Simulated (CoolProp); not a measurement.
Computed with CoolProp (reference Helmholtz-energy equation of state, Tillner-Roth 1997).

Q: For CH2F2 (R32), give the phase and the cv (kJ/(kg K)), Joule-Thomson coefficient (K/MPa), Prandtl number at 63.35 °C and 101 kPa.

A: 
- 63.35 °C and 101 kPa: gas; cv 0.730, Joule-Thomson coefficient 17.0, Prandtl number 0.808

Viscosity comes from a separate model (Bell 2016), an estimate that may be off by 10 % or more. Thermal conductivity comes from a separate model (Huber 2003), an estimate that may be off by 10 % or more.
